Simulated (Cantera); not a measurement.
A Cantera script and what it prints.

```python
import numpy as np
import cantera as ct

gas_names = """
    Fe FeO Fe(OH)2 H HO2 H2 H2O H2O2 H2S H2SO4 O OH O2 O3 S SH SO SO2 SO3 S2 S2O S8
""".split()
cond_names = """
    Fe(a) Fe(c) Fe(d) Fe(L) FeO(s) FeO(L) Fe(OH)2(s) Fe(OH)3(s) FeS(a) FeS(b) FeS(c) FeS(L) FeSO4(s)
    FeS2(s) Fe2O3(s) Fe2S3O12(s) Fe3O4(s) H2O(s) H2O(L) H2SO4(L) S(cr1) S(cr2) S(L)
""".split()


# ... load() reads the species with a 1 bar reference pressure and builds the phases ...
atoms = {
    'FeS': {'Fe': 1, 'S': 1},
    'H2S': {'H': 2, 'S': 1},
    'H2O': {'H': 2, 'O': 1},
}
top_T = {'FeSO4(s)': 950, 'FeS2(s)': 1010, 'Fe2O3(s)': 1830, 'Fe2S3O12(s)': 1100, 'Fe3O4(s)': 1870}  # K; cautious upper limits of use, not melting points


# ... equilibrate(T, P, feed) seeds the gas with the atoms and calls Mixture.equilibrate('TP', solver="vcs", rtol=1e-11, max_steps=5000) ...
results = []
feed = {'FeS': 1, 'H2S': 0.099, 'H2O': 0.11}  # mol
T = 1500  # K
P = 10000  # Pa
mix = equilibrate(T, P, feed)
results.append((T, P, feed, dict(zip(mix.species_names, mix.species_moles))))
x = sorted(zip(gas.X, gas.species_names), reverse=True)
print(f"T = {T:g} K  P = {P:g} Pa  gas = {mix.phase_moles(0):.4g} mol")
print("   x: " + "  ".join(f"{s} {v:.3e}" for v, s in x if v > 1e-05))
print("   condensed (mol): " + ("  ".join(f"{mix.phase(i).name} {mix.phase_moles(i):.4g}"
      for i in range(1, mix.n_phases) if mix.phase_moles(i) > 1e-12) or "none"))
```

Result:

```
T = 1500 K  P = 10000 Pa  gas = 0.2442 mol
   x: H2O 4.381e-01  H2 2.925e-01  S2 1.356e-01  H2S 1.237e-01  SO2 5.599e-03  SH 3.226e-03  SO 6.940e-04  S2O 4.699e-04  S 4.739e-05  H 3.010e-05
   condensed (mol): FeS(L) 1
```

Method: chemical equilibrium by Gibbs-energy minimisation in Cantera with the NASA 1993 tables (ideal gas, pure condensed phases). FeS: taken at fixed stoichiometry.
